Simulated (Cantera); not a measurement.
## Hydrogen reduction and annealing atmospheres: V2O3 + H2 + H2O

Input: 1 mol V2O3, 660 mol H2, 0.2 mol H2O, held at 39.0 Pa.

These are equilibrium values from Cantera (NASA tables, ideal gas, pure condensed phases), not measurements of a reactor. Candidate condensed phases: H2O, V, VO, V2O3, V2O4, V2O5; 12 gas species. Mutual solubility and eutectic melting of coexisting phases are not modelled. VO: taken at fixed stoichiometry. Condensed phases not in the tables: the oxides between V2O3 and V2O5 other than VO2. Kinetics and transport are ignored.

```json
[
 {"T (K)": "1300", "x H2": "0.999", "x H": "5.60e-5", "x H2O": "0.00101", "x VO2": "1.43e-9", "x VO": "1.86e-10", "x V": "<1e-12", "x OH": "7.38e-10", "x O": "<1e-12", "n VO(s)": "0.932", "n V2O3(s)": "0.534"},
 {"T (K)": "1350", "x H2": "0.998", "x H": "0.000121", "x H2O": "0.00144", "x VO2": "8.85e-9", "x VO": "1.17e-9", "x V": "4.76e-12", "x OH": "2.83e-9", "x O": "<1e-12", "n VO(s)": "1.50", "n V2O3(s)": "0.249"},
 {"T (K)": "1400", "x H2": "0.998", "x H": "0.000246", "x H2O": "0.00182", "x VO2": "4.34e-8", "x VO": "6.43e-9", "x V": "3.29e-11", "x OH": "8.90e-9", "x O": "2.00e-12", "n VO(s)": "2.00", "n V2O3(s)": "0"},
 {"T (K)": "1450", "x H2": "0.998", "x H": "0.000478", "x H2O": "0.00182", "x VO2": "1.53e-7", "x VO": "3.13e-8", "x V": "2.46e-10", "x OH": "2.09e-8", "x O": "8.88e-12", "n VO(s)": "2.00", "n V2O3(s)": "0"},
 {"T (K)": "1500", "x H2": "0.997", "x H": "0.000890", "x H2O": "0.00182", "x VO2": "4.94e-7", "x VO": "1.36e-7", "x V": "1.60e-9", "x OH": "4.63e-8", "x O": "3.58e-11", "n VO(s)": "2.00", "n V2O3(s)": "0"},
 {"T (K)": "1550", "x H2": "0.997", "x H": "0.00159", "x H2O": "0.00181", "x VO2": "1.48e-6", "x VO": "5.38e-7", "x V": "9.22e-9", "x OH": "9.74e-8", "x O": "1.32e-10", "n VO(s)": "2.00", "n V2O3(s)": "0"},
 {"T (K)": "1600", "x H2": "0.995", "x H": "0.00275", "x H2O": "0.00181", "x VO2": "4.10e-6", "x VO": "1.94e-6", "x V": "4.74e-8", "x OH": "1.96e-7", "x O": "4.49e-10", "n VO(s)": "2.00", "n V2O3(s)": "0"},
 {"T (K)": "1650", "x H2": "0.994", "x H": "0.00459", "x H2O": "0.00180", "x VO2": "1.06e-5", "x VO": "6.46e-6", "x V": "2.20e-7", "x OH": "3.76e-7", "x O": "1.41e-9", "n VO(s)": "1.99", "n V2O3(s)": "0"},
 {"T (K)": "1700", "x H2": "0.991", "x H": "0.00743", "x H2O": "0.00179", "x VO2": "2.59e-5", "x VO": "2.00e-5", "x V": "9.36e-7", "x OH": "6.91e-7", "x O": "4.15e-9", "n VO(s)": "1.97", "n V2O3(s)": "0"},
 {"T (K)": "1750", "x H2": "0.986", "x H": "0.0117", "x H2O": "0.00175", "x VO2": "5.93e-5", "x VO": "5.76e-5", "x V": "3.69e-6", "x OH": "1.22e-6", "x O": "1.14e-8", "n VO(s)": "1.92", "n V2O3(s)": "0"}
]
```
x: gas mole fraction; n: condensed amount in mol.

From 1300 K to 1350 K the condensed part is VO(s) + V2O3(s). From 1400 K to 1750 K the condensed part is VO(s).
